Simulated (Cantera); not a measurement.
Input: 1 mol Cu₂O, 4.9 mol CO, 1.8 mol C, at 1175 K and 750 Torr.

Cantera equilibrium calculation (NASA polynomials, part measured and part estimated; ideal gas, pure solids and liquids). Candidate condensed phases: C, Cu, CuO, Cu₂O; 15 gas species. Kinetics and transport are ignored.

Base state: CO 0.974, CO₂ 0.0257 (mole fractions); condensed: C(graphite) + Cu(s).

Task: What changes in the equilibrium state with this change: temperature from 1175 K to 1923.15 K?

Result: 
| species | before | after |
|---|---|---|
| CO | 0.974 | 0.998 |
| Cu | 6.05e-9 | 0.00205 |
| CO₂ | 0.0257 | 3.74e-5 |
| C(graphite), mol | 0.948 | 0.800 |
| Cu(s), mol | 2.00 | 0 |
| Cu(l), mol | 0 | 1.99 |

Task: What changes in the equilibrium state with this change: C from 1.8 to 0.77 mol?

Result: 
```json
[
 {"species": "CO", "before": "0.974", "after": "0.959"},
 {"species": "CO₂", "before": "0.0257", "after": "0.0406"},
 {"species": "C(graphite), mol", "before": "0.948", "after": "0"},
 {"species": "Cu(s), mol", "before": "2.00", "after": "2.00"}
]
```

Task: What changes in the equilibrium state with this change: pressure from 750 Torr to 75.0 Torr?

Result: 
| species | before | after |
|---|---|---|
| CO | 0.974 | 0.997 |
| CO₂ | 0.0257 | 0.00269 |
| C(graphite), mol | 0.948 | 0.816 |
| Cu(s), mol | 2.00 | 2.00 |
